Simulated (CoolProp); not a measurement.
Vapour-liquid equilibrium of propylene (1) + cyclohexane (2) at 297.2 K; x and y are mole fractions of (1).

Computed with CoolProp (multi-fluid Helmholtz-energy mixture model, Lemmon 2013 and Zhou 2014; pair parameters Bell 2016).

| x | bubble pressure (kPa) | y at the bubble point | dew pressure at overall composition x (kPa) | liquid density (mol/L) |
|---|---|---|---|---|
| 0.05 | 79.75 | 0.846 | 13.13 | 9.355 |
| 0.125 | 175.3 | 0.932 | 14.25 | 9.583 |
| 0.2 | 265.2 | 0.957 | 15.58 | 9.817 |
| 0.275 | 350.5 | 0.969 | 17.19 | 10.06 |
| 0.35 | 431.8 | 0.976 | 19.17 | 10.30 |
| 0.425 | 510.2 | 0.981 | 21.65 | 10.54 |
| 0.5 | 586.3 | 0.985 | 24.88 | 10.79 |
| 0.575 | 661.1 | 0.987 | 29.24 | 11.04 |
| 0.65 | 735.5 | 0.990 | 35.45 | 11.28 |
| 0.725 | 810.8 | 0.992 | 44.99 | 11.51 |
| 0.8 | 888.4 | 0.994 | 61.56 | 11.72 |
| 0.875 | 970.5 | 0.996 | 97.38 | 11.90 |
| 0.95 | 1060 | 0.998 | 231.4 | 12.03 |

No azeotrope shows between x = 0.05 and 0.95.

Pair parameters are fitted to limited data, so mixtures are less certain than the pure fluids. The gap from Raoult's law changes sign with composition, which may be real or a fault of the pair parameters; it wasn't checked against measurements.
